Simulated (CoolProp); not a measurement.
Computed with CoolProp (reference Helmholtz-energy equation of state, Lemmon 2006). It is a short technical equation, of lower accuracy than the large ones.

Q: For nitrous oxide, give the phase and the Z, cv (kJ/(kg K)), speed of sound (m/s), Joule-Thomson coefficient (K/MPa) at 248.1 K and 3340 kPa; 248.1 K and 6690 kPa; 248.1 K and 10900 kPa.

A: 
- 248.1 K and 3340 kPa: liquid; Z 0.0695, cv 0.911, speed of sound 746, Joule-Thomson coefficient -0.0173
- 248.1 K and 6690 kPa: liquid; Z 0.138, cv 0.912, speed of sound 775, Joule-Thomson coefficient -0.0544
- 248.1 K and 10900 kPa: liquid; Z 0.221, cv 0.913, speed of sound 809, Joule-Thomson coefficient -0.0920
